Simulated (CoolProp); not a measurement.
Vapour-liquid equilibrium of ethylene (1) + ethane (2) at -107.15 °C; x and y are mole fractions of (1).

Model: multi-fluid Helmholtz-energy mixture model, Smukala 2000 and Bücker 2006; pair parameters Bell 2016, in CoolProp.

```tsv
x	bubble pressure, mixture model (MPa)	bubble pressure, Raoult's law (MPa)	y, mixture model	y, Raoult's law
0.05	0.03614	0.03531	0.135	0.117
0.125	0.04067	0.03905	0.288	0.265
0.2	0.04480	0.04278	0.403	0.386
0.275	0.04863	0.04652	0.496	0.489
0.35	0.05228	0.05026	0.575	0.576
0.425	0.05581	0.05400	0.643	0.651
0.5	0.05927	0.05774	0.704	0.716
0.575	0.06271	0.06148	0.759	0.773
0.65	0.06616	0.06522	0.810	0.824
0.725	0.06963	0.06896	0.857	0.869
0.8	0.07314	0.07270	0.901	0.910
0.875	0.07668	0.07643	0.941	0.946
0.95	0.08027	0.08017	0.977	0.980
```

The largest gap from Raoult's law is +4.7 % in bubble pressure, at x = 0.2. No azeotrope shows between x = 0.05 and 0.95.

Pair parameters are fitted to limited data, so mixtures are less certain than the pure fluids.
